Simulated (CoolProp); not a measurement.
Carbon dioxide at 671.29 K and 23.4 MPa flows at 0.34 m/s in a round tube of 4.6 mm bore and 1.5 µm roughness, fully developed (64/Re and Nu = 3.66 if laminar; Colebrook and Gnielinski if turbulent). Each further row changes one setting.

Values from CoolProp's reference Helmholtz-energy equation of state, Span 1996.

```
case               Reynolds number  Darcy friction factor  pressure drop (Pa/m)  heat-transfer coefficient (W/(m² K))  mass flow (kg/h)
-----------------  ---------------  ---------------------  --------------------  ------------------------------------  ----------------
as stated                     8390             (withheld)            (withheld)                            (withheld)        (withheld)
velocity 0.68 m/s            16800                 0.0277            (withheld)                                   563        (withheld)
diameter 9.2 mm              16800                 0.0274                  31.4                            (withheld)        (withheld)
```

Q: Some entries are withheld; supply them.

A: 
- as stated, Darcy friction factor: 0.0328
- as stated, pressure drop (Pa/m): 75.3
- as stated, heat-transfer coefficient (W/(m² K)): 316
- as stated, mass flow (kg/h): 3.71
- velocity 0.68 m/s, pressure drop (Pa/m): 254
- velocity 0.68 m/s, mass flow (kg/h): 7.43
- diameter 9.2 mm, heat-transfer coefficient (W/(m² K)): 278
- diameter 9.2 mm, mass flow (kg/h): 14.9

Viscosity comes from a separate model (Laesecke 2017). Thermal conductivity comes from a separate model (Huber 2016).
